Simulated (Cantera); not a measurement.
Feed: 1 mol Si3N4, 0.019 mol CO2, 15 mol H2, at 3.20 Pa.

These are equilibrium values from Cantera (NASA tables, ideal gas, pure condensed phases), not measurements of a reactor. Candidate condensed phases: C, C6H6, C7H8, C8H18, H2O, Si, SiC, SiO2, Si2N2O, Si3N4; 151 gas species. Mutual solubility and eutectic melting of coexisting phases are not modelled. Gases not in the tables: Si2H6 and higher silanes. Kinetics and transport are ignored.

Task: Which condensed phases are stable at each of these points (T (°C)): 1027, 1077, 1127, 1177, 1227, 1277, 1327, 1377, 1427, 1477, 1527, 1577, 1627?

Result: 
| T (°C) | condensed phases | Si condensed (%) |
|---|---|---|
| 1027 | Si(s) + SiC(s) + Si2N2O(s) + Si3N4(s) | 99.9 |
| 1077 | Si(s) + SiC(s) + Si2N2O(s) + Si3N4(s) | 99.7 |
| 1127 | Si(s) + SiC(s) | 98.7 |
| 1177 | Si(s) + SiC(s) | 98.7 |
| 1227 | Si(s) + SiC(s) | 98.6 |
| 1277 | Si(s) + SiC(s) | 98.2 |
| 1327 | Si(s) + SiC(s) | 97.0 |
| 1377 | Si(s) + SiC(s) | 93.8 |
| 1427 | Si(l) + SiC(s) | 85.9 |
| 1477 | Si(l) + SiC(s) | 69.1 |
| 1527 | Si(l) | 31.5 |
| 1577 | gas only | 0.0 |
| 1627 | gas only | 0.0 |

From 1027 °C to 1077 °C the condensed part is Si(s) + SiC(s) + Si2N2O(s) + Si3N4(s). From 1127 °C to 1377 °C the condensed part is Si(s) + SiC(s). From 1427 °C to 1477 °C the condensed part is Si(l) + SiC(s). At 1527 °C the condensed part is Si(l). From 1577 °C to 1627 °C nothing is condensed.
